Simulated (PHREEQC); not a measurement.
A solution holds 0.29 mol/kgw NH3, at 20 °C. Closed to the air; pH follows from the charge balance.

All values are PHREEQC results (ion-association model, wateq4f.dat), not measurements.

This is a speciation only: nothing precipitates in the calculation.

Task: What pH, ionic strength does the model give?

Result: pH 11.52; ionic strength 0.00233 mol/kgw.

Complexes and solids missing from the database can't appear.
